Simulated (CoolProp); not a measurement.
The numbers come from the reference Helmholtz-energy equation of state, Lemmon 2006 in CoolProp. It is a short technical equation, of lower accuracy than the large ones.

Problem. Give the vapour pressure (MPa), vapour density (kg/m³), enthalpy of vaporisation (kJ/kg), surface tension (mN/m) of saturated acetone at 98.15, 105.85, 121.25 °C.

Solution. 
```
T (°C)  p (MPa)  vapour density (kg/m³)  enthalpy of vaporisation (kJ/kg)  surface tension (mN/m)
------  -------  ----------------------  --------------------------------  ----------------------
98.15     0.355                    7.51                               451                    13.8
105.85    0.432                    9.09                               441                    12.9
121.25    0.622                    13.1                               419                    11.1
```

Surface tension comes from a separate correlation (Mulero 2012).
